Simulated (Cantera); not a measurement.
A perfectly stirred reactor is fed with CH₃OH : O₂ : N₂ : H₂ = 0.019 : 0.0097 : 1 : 0.0066 (molar parts), equivalence ratio 3.3, at 683 Torr; it is held at 1475 K, and followed from long to short residence time.

Cantera simulation using GRI-Mech 3.0 (53 species, 325 reactions); the numbers are that mechanism's predictions, not measurements. GRI-Mech 3.0 was tuned for natural gas; its chemistry of methanol as a main component is partial and can be far from experiment.

x: mole fraction; the columns are a selection and need not sum to one.

```json
[
 {"τ (s)": "4.0", "x CH₃OH": "6.48e-7", "x O₂": "9.65e-6", "x CH₂CO": "7.83e-9", "x HCN": "5.98e-7", "x OH": "7.65e-7", "x N₂O": "5.31e-11"},
 {"τ (s)": "1.1", "x CH₃OH": "?", "x O₂": "?", "x CH₂CO": "?", "x HCN": "?", "x OH": "?", "x N₂O": "1.10e-10"},
 {"τ (s)": "0.31", "x CH₃OH": "3.65e-6", "x O₂": "5.37e-5", "x CH₂CO": "4.46e-8", "x HCN": "1.96e-6", "x OH": "1.84e-6", "x N₂O": "2.23e-10"},
 {"τ (s)": "0.085", "x CH₃OH": "?", "x O₂": "?", "x CH₂CO": "?", "x HCN": "?", "x OH": "?", "x N₂O": "4.66e-10"},
 {"τ (s)": "0.023", "x CH₃OH": "2.11e-5", "x O₂": "0.000289", "x CH₂CO": "1.89e-7", "x HCN": "3.96e-6", "x OH": "5.15e-6", "x N₂O": "9.81e-10"},
 {"τ (s)": "0.0065", "x CH₃OH": "5.27e-5", "x O₂": "0.000655", "x CH₂CO": "3.76e-7", "x HCN": "3.90e-6", "x OH": "8.91e-6", "x N₂O": "1.98e-9"},
 {"τ (s)": "0.0018", "x CH₃OH": "0.000170", "x O₂": "0.00161", "x CH₂CO": "8.82e-7", "x HCN": "1.96e-6", "x OH": "1.47e-5", "x N₂O": "3.93e-9"},
 {"τ (s)": "0.00049", "x CH₃OH": "0.00651", "x O₂": "0.00601", "x CH₂CO": "3.72e-7", "x HCN": "1.95e-9", "x OH": "6.45e-6", "x N₂O": "3.02e-8"},
 {"τ (s)": "0.00014", "x CH₃OH": "0.0174", "x O₂": "0.00910", "x CH₂CO": "7.33e-9", "x HCN": "1.35e-10", "x OH": "1.03e-6", "x N₂O": "5.12e-9"}
]
```

### Question
What belongs in the gaps?

### Answer

- 1.1, x CH₃OH: 1.55e-6
- 1.1, x O₂: 2.30e-5
- 1.1, x CH₂CO: 1.94e-8
- 1.1, x HCN: 1.17e-6
- 1.1, x OH: 1.18e-6
- 0.085, x CH₃OH: 8.70e-6
- 0.085, x O₂: 0.000125
- 0.085, x CH₂CO: 9.54e-8
- 0.085, x HCN: 3.00e-6
- 0.085, x OH: 3.00e-6
